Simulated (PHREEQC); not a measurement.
Dissolve 37 mmol/kgw NH3, 0.7 mmol/kgw Na2SiO3 and 2.4 mmol/kgw K2CO3 at 25 °C. Closed to the air; pH follows from the charge balance.

Model: ion-association model, wateq4f.dat, run in PHREEQC.

```json
[
 {"quantity": "pH", "before": "11.13", "after": "11.45"},
 {"quantity": "ionic strength (mol/kgw)", "before": "0.00881", "after": "0.00892"},
 {"quantity": "NH4+ (mol/kgw)", "before": "0.000522", "after": "0.000522"}
]
```

Question: Name the change that produced these shifts.
A. K2CO3 replaced by CO2 at the same molality
B. Na2SiO3 replaced by Na2SeO3 at the same molality
C. temperature from 25 to 15 °C
D. K2CO3 replaced by Cs2CO3 at the same molality
E. K2CO3 replaced by K2SiO3 at the same molality

Answer: C, temperature from 25 to 15 °C

Precipitation was switched off in this run.
